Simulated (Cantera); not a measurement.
# Pyrogenic steam for wet oxidation

An isothermal, constant-pressure homogeneous reactor starts with H2 : O2 : N2 = 0.99 : 1 : 8.7 (molar parts), at 925 K and 100.0 Torr.

Cantera simulation using the H2/O2 subset of GRI-Mech 3.0, which has no nitrogen chemistry; the numbers are that mechanism's predictions, not measurements. Radical loss at walls, strong at low pressure, is not modelled. Below about 950 K walls govern HO2 and H2O2 in real vessels. The temperature is held fixed by assumption; the heat of reaction is taken as removed at once.

```json
[
 {"t (s)": "1.00e-5", "x H2": "0.0926", "x O2": "0.0935", "x H2O": "<1e-12", "x O": "<1e-12", "x OH": "<1e-12"},
 {"t (s)": "5.41e-5", "x H2": "0.0926", "x O2": "0.0935", "x H2O": "<1e-12", "x O": "<1e-12", "x OH": "<1e-12"},
 {"t (s)": "0.000293", "x H2": "0.0926", "x O2": "0.0935", "x H2O": "3.56e-11", "x O": "6.99e-12", "x OH": "2.03e-12"},
 {"t (s)": "0.00159", "x H2": "0.0926", "x O2": "0.0935", "x H2O": "5.25e-8", "x O": "5.69e-9", "x OH": "1.61e-9"},
 {"t (s)": "0.00860", "x H2": "0.00235", "x O2": "0.0506", "x H2O": "0.0944", "x O": "0.000183", "x OH": "0.000173"},
 {"t (s)": "0.0465", "x H2": "0.000288", "x O2": "0.0497", "x H2O": "0.0968", "x O": "8.00e-6", "x OH": "1.42e-5"},
 {"t (s)": "0.252", "x H2": "3.06e-5", "x O2": "0.0495", "x H2O": "0.0971", "x O": "5.41e-7", "x OH": "3.99e-6"},
 {"t (s)": "1.36", "x H2": "7.05e-7", "x O2": "0.0495", "x H2O": "0.0971", "x O": "2.11e-8", "x OH": "1.27e-6"},
 {"t (s)": "7.39", "x H2": "2.93e-9", "x O2": "0.0495", "x H2O": "0.0971", "x O": "1.82e-9", "x OH": "4.03e-7"},
 {"t (s)": "40.0", "x H2": "2.08e-10", "x O2": "0.0495", "x H2O": "0.0971", "x O": "2.81e-10", "x OH": "1.58e-7"}
]
```
x: mole fraction; the columns are a selection and need not sum to one.

Equilibrium at this temperature and pressure: H2 9.40e-12, O2 0.0495, H2O 0.0971, O 8.22e-12, OH 2.69e-8 (gas phase only).
